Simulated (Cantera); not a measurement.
Feed: 1 mol B2O3, 1.9 mol F2, 9.1 mol O2, at 1600 K and 16.0 Pa.

Method: chemical equilibrium by Gibbs-energy minimisation in Cantera with the NASA 1993 tables (ideal gas, pure condensed phases). Candidate condensed phases: B, B2O3; 21 gas species. Rates play no part.

Base state: O2 0.833, BOF 0.0914, BF3 0.0744, O 0.00105, F 0.000412, BOF2 5.21e-5 (mole fractions); condensed: gas only.

**Question.** What changes in the equilibrium state with this change: 0.046 mol Cl2 added?

**Answer.** 
```json
[
 {"species": "O2", "before": "0.833", "after": "0.826"},
 {"species": "BOF", "before": "0.0914", "after": "0.0907"},
 {"species": "BF3", "before": "0.0744", "after": "0.0738"},
 {"species": "Cl", "before": "0", "after": "0.00757"},
 {"species": "BOF2", "before": "5.21e-5", "after": "5.16e-5"},
 {"species": "O", "before": "0.00105", "after": "0.00104"}
]
```

**Question.** What changes in the equilibrium state with this change: temperature from 1600 K to 1125 K?

**Answer.** 
| species | before | after |
|---|---|---|
| O2 | 0.833 | 0.844 |
| BF3 | 0.0744 | 0.0756 |
| BOF | 0.0914 | 0.0740 |
| B3O3F3 | <1e-9 | 0.00614 |
| F | 0.000412 | 6.72e-9 |
| O | 0.00105 | 3.35e-7 |
| BOF2 | 5.21e-5 | 1.65e-5 |
